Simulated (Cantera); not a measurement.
Input (Python, Cantera) and output of one run.

```python
import numpy as np
import cantera as ct

gas_names = """
    CL CL2 H HCL H2 Si SiCL SiCL2 SiCL3 SiCL4 SiH SiHCL3 SiH2 SiH2CL2 SiH3 SiH3CL SiH4 Si2 Si3
""".split()
cond_names = """
    Si(cr) Si(L)
""".split()


# ... load() reads the species with a 1 bar reference pressure and builds the phases ...
atoms = {
    'Si': {'Si': 1},
    'Cl2': {'CL': 2},
    'H2': {'H': 2},
}
top_T = {}  # K; cautious upper limits of use, not melting points


# ... equilibrate(T, P, feed) seeds the gas with the atoms and calls Mixture.equilibrate('TP', solver="gibbs", rtol=1e-10, max_steps=50000) ...
results = []
P = 69000  # Pa
for T in [975, 1025, 1075, 1125, 1175, 1225, 1275, 1325, 1375, 1425, 1475, 1525, 1575, 1625]:
    for m in [0.5, 0.73, 0.96, 1.2, 1.4, 1.7, 1.9, 2.1, 2.4, 2.6]:
        feed = {'Si': 1, 'Cl2': m, 'H2': 2.7}  # mol
        mix = equilibrate(T, P, feed)
        results.append((T, P, feed, dict(zip(mix.species_names, mix.species_moles))))

for T, P, feed, n in results:
    print(f"{T:7g} {feed['Cl2']:10.4g}  " + (" + ".join(c for c in cond_names if n.get(c, 0) > 1e-12) or "gas only"))
```

Result:

```
    975        0.5  Si(cr)
    975       0.73  Si(cr)
    975       0.96  Si(cr)
    975        1.2  Si(cr)
    975        1.4  Si(cr)
    975        1.7  Si(cr)
    975        1.9  gas only
    975        2.1  gas only
    975        2.4  gas only
    975        2.6  gas only
   1025        0.5  Si(cr)
   1025       0.73  Si(cr)
   1025       0.96  Si(cr)
   1025        1.2  Si(cr)
   1025        1.4  Si(cr)
   1025        1.7  Si(cr)
   1025        1.9  gas only
   1025        2.1  gas only
   1025        2.4  gas only
   1025        2.6  gas only
   1075        0.5  Si(cr)
   1075       0.73  Si(cr)
   1075       0.96  Si(cr)
   1075        1.2  Si(cr)
   1075        1.4  Si(cr)
   1075        1.7  Si(cr)
   1075        1.9  gas only
   1075        2.1  gas only
   1075        2.4  gas only
   1075        2.6  gas only
   1125        0.5  Si(cr)
   1125       0.73  Si(cr)
   1125       0.96  Si(cr)
   1125        1.2  Si(cr)
   1125        1.4  Si(cr)
   1125        1.7  Si(cr)
   1125        1.9  gas only
   1125        2.1  gas only
   1125        2.4  gas only
   1125        2.6  gas only
   1175        0.5  Si(cr)
   1175       0.73  Si(cr)
   1175       0.96  Si(cr)
   1175        1.2  Si(cr)
   1175        1.4  Si(cr)
   1175        1.7  Si(cr)
   1175        1.9  Si(cr)
   1175        2.1  gas only
   1175        2.4  gas only
   1175        2.6  gas only
   1225        0.5  Si(cr)
   1225       0.73  Si(cr)
   1225       0.96  Si(cr)
   1225        1.2  Si(cr)
   1225        1.4  Si(cr)
   1225        1.7  Si(cr)
   1225        1.9  Si(cr)
   1225        2.1  gas only
   1225        2.4  gas only
   1225        2.6  gas only
   1275        0.5  Si(cr)
   1275       0.73  Si(cr)
   1275       0.96  Si(cr)
   1275        1.2  Si(cr)
   1275        1.4  Si(cr)
   1275        1.7  Si(cr)
   1275        1.9  gas only
   1275        2.1  gas only
   1275        2.4  gas only
   1275        2.6  gas only
   1325        0.5  Si(cr)
   1325       0.73  Si(cr)
   1325       0.96  Si(cr)
   1325        1.2  Si(cr)
   1325        1.4  Si(cr)
   1325        1.7  Si(cr)
   1325        1.9  gas only
   1325        2.1  gas only
   1325        2.4  gas only
   1325        2.6  gas only
   1375        0.5  Si(cr)
   1375       0.73  Si(cr)
   1375       0.96  Si(cr)
   1375        1.2  Si(cr)
   1375        1.4  Si(cr)
   1375        1.7  Si(cr)
   1375        1.9  gas only
   1375        2.1  gas only
   1375        2.4  gas only
   1375        2.6  gas only
   1425        0.5  Si(cr)
   1425       0.73  Si(cr)
   1425       0.96  Si(cr)
   1425        1.2  Si(cr)
   1425        1.4  Si(cr)
   1425        1.7  Si(cr)
   1425        1.9  gas only
   1425        2.1  gas only
   1425        2.4  gas only
   1425        2.6  gas only
   1475        0.5  Si(cr)
   1475       0.73  Si(cr)
   1475       0.96  Si(cr)
   1475        1.2  Si(cr)
   1475        1.4  Si(cr)
   1475        1.7  Si(cr)
   1475        1.9  gas only
   1475        2.1  gas only
   1475        2.4  gas only
   1475        2.6  gas only
   1525        0.5  Si(cr)
   1525       0.73  Si(cr)
   1525       0.96  Si(cr)
   1525        1.2  Si(cr)
   1525        1.4  Si(cr)
   1525        1.7  gas only
   1525        1.9  gas only
   1525        2.1  gas only
   1525        2.4  gas only
   1525        2.6  gas only
   1575        0.5  Si(cr)
   1575       0.73  Si(cr)
   1575       0.96  Si(cr)
   1575        1.2  Si(cr)
   1575        1.4  Si(cr)
   1575        1.7  gas only
   1575        1.9  gas only
   1575        2.1  gas only
   1575        2.4  gas only
   1575        2.6  gas only
   1625        0.5  Si(cr)
   1625       0.73  Si(cr)
   1625       0.96  Si(cr)
   1625        1.2  Si(cr)
   1625        1.4  Si(cr)
   1625        1.7  gas only
   1625        1.9  gas only
   1625        2.1  gas only
   1625        2.4  gas only
   1625        2.6  gas only
```

Method: chemical equilibrium by Gibbs-energy minimisation in Cantera with the NASA 1993 tables (ideal gas, pure condensed phases). The tables' values for SiCl3 are old estimates.
